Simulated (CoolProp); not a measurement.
Properties of normal hydrogen along the isobar 5350 kPa.

Computed with CoolProp (reference Helmholtz-energy equation of state, Leachman 2009).

```json
[
 {"T (K)": "29.4", "phase": "liquid", "cv (kJ/(kg K))": "6.251", "speed of sound (m/s)": "1149", "viscosity (µPa s)": "10.7", "Prandtl number": "1.11"},
 {"T (K)": "56.9", "phase": "supercritical", "cv (kJ/(kg K))": "6.674", "speed of sound (m/s)": "713.0", "viscosity (µPa s)": "4.10", "Prandtl number": "0.994"},
 {"T (K)": "84.4", "phase": "supercritical", "cv (kJ/(kg K))": "6.879", "speed of sound (m/s)": "815.6", "viscosity (µPa s)": "4.22", "Prandtl number": "0.743"},
 {"T (K)": "111.9", "phase": "supercritical", "cv (kJ/(kg K))": "7.561", "speed of sound (m/s)": "908.4", "viscosity (µPa s)": "4.83", "Prandtl number": "0.701"},
 {"T (K)": "139.4", "phase": "supercritical", "cv (kJ/(kg K))": "8.304", "speed of sound (m/s)": "987.6", "viscosity (µPa s)": "5.47", "Prandtl number": "0.689"},
 {"T (K)": "166.9", "phase": "supercritical", "cv (kJ/(kg K))": "8.925", "speed of sound (m/s)": "1060", "viscosity (µPa s)": "6.12", "Prandtl number": "0.683"},
 {"T (K)": "194.5", "phase": "supercritical", "cv (kJ/(kg K))": "9.397", "speed of sound (m/s)": "1129", "viscosity (µPa s)": "6.75", "Prandtl number": "0.680"},
 {"T (K)": "222", "phase": "supercritical", "cv (kJ/(kg K))": "9.736", "speed of sound (m/s)": "1194", "viscosity (µPa s)": "7.35", "Prandtl number": "0.678"},
 {"T (K)": "249.5", "phase": "supercritical", "cv (kJ/(kg K))": "9.975", "speed of sound (m/s)": "1256", "viscosity (µPa s)": "7.94", "Prandtl number": "0.676"},
 {"T (K)": "277", "phase": "supercritical", "cv (kJ/(kg K))": "10.14", "speed of sound (m/s)": "1316", "viscosity (µPa s)": "8.52", "Prandtl number": "0.676"},
 {"T (K)": "304.5", "phase": "supercritical", "cv (kJ/(kg K))": "10.24", "speed of sound (m/s)": "1373", "viscosity (µPa s)": "9.08", "Prandtl number": "0.675"},
 {"T (K)": "332", "phase": "supercritical", "cv (kJ/(kg K))": "10.31", "speed of sound (m/s)": "1429", "viscosity (µPa s)": "9.62", "Prandtl number": "0.675"},
 {"T (K)": "359.5", "phase": "supercritical", "cv (kJ/(kg K))": "10.35", "speed of sound (m/s)": "1483", "viscosity (µPa s)": "10.2", "Prandtl number": "0.675"}
]
```

Viscosity comes from a separate model (Muzny 2013). Thermal conductivity comes from a separate model (Assael 2011).
